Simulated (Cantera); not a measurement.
## Thermodynamics of carbon deposition, reforming and gasification, feed CH4 + H2O + H2 + CO2

Feed: 1 mol CH4, 0.035 mol H2O, 32 mol H2, 4.7 mol CO2, held at 11.0 mbar.

These are equilibrium values from Cantera (NASA tables, ideal gas, pure condensed phases), not measurements of a reactor. Candidate condensed phases: C, C6H6, C7H8, C8H18, H2O; 110 gas species. The numbers say what is thermodynamically allowed, not how fast it happens.

From 598 K to 2398 K nothing is condensed. The main C-bearing gas is CH4 at 598 K and CO at 2398 K.

```
T (K)  log p H2  log p H2O  log p CH4  log p CO  log p H  log p CO2
-----  --------  ---------  ---------  --------  -------  ---------
598       -2.24      -2.51      -2.72     -4.87     <-13      -3.68
798       -2.06      -3.16      -4.42     -2.94   -12.60      -3.41
998       -2.07      -3.08      -7.38     -2.86    -9.70      -3.71
1198      -2.07      -3.04      -9.38     -2.83    -7.76      -3.94
1398      -2.07      -3.02     -10.80     -2.82    -6.36      -4.11
1598      -2.07      -3.01     -11.86     -2.82    -5.31      -4.23
1798      -2.08      -3.01     -12.69     -2.82    -4.49      -4.33
1998      -2.08      -3.01     -13.35     -2.82    -3.84      -4.40
2198      -2.10      -3.01     -13.92     -2.82    -3.30      -4.46
2398      -2.14      -3.04       <-13     -2.84    -2.87      -4.51
```
log p: log10 of the partial pressure in bar; nothing condenses.
